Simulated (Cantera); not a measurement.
A Cantera script and its output.

```python
import numpy as np
import cantera as ct

gas = ct.Solution("gri30.yaml")


def delay(T, t_max=10):
    gas.TPX = T, 101325, {'CH4': 1, 'O2': 1, 'N2': 3.76}
    reactor = ct.IdealGasReactor(gas, clone=False)
    net = ct.ReactorNet([reactor])
    net.rtol, net.atol = 1e-8, 1e-16
    while net.time < t_max:
        t_old, T_old = net.time, reactor.T
        net.step()
        if reactor.T > T + 400:  # ignition: a rise of 400 K
            return t_old + (T + 400 - T_old) / (reactor.T - T_old) * (net.time - t_old)
    return np.nan


taus = []
for T in [1075, 1175, 1275, 1375, 1475, 1575]:
    taus.append(delay(T))
    print(f"T0 = {T:6g} K   tau = {taus[-1]:.4e} s")
```

Output:

```
T0 =   1075 K   tau = 4.2780e-01 s
T0 =   1175 K   tau = 8.9764e-02 s
T0 =   1275 K   tau = 2.2014e-02 s
T0 =   1375 K   tau = 6.1166e-03 s
T0 =   1475 K   tau = 1.9105e-03 s
T0 =   1575 K   tau = 6.8153e-04 s
```

Detailed kinetics in Cantera: GRI-Mech 3.0 (53 species, 325 reactions).
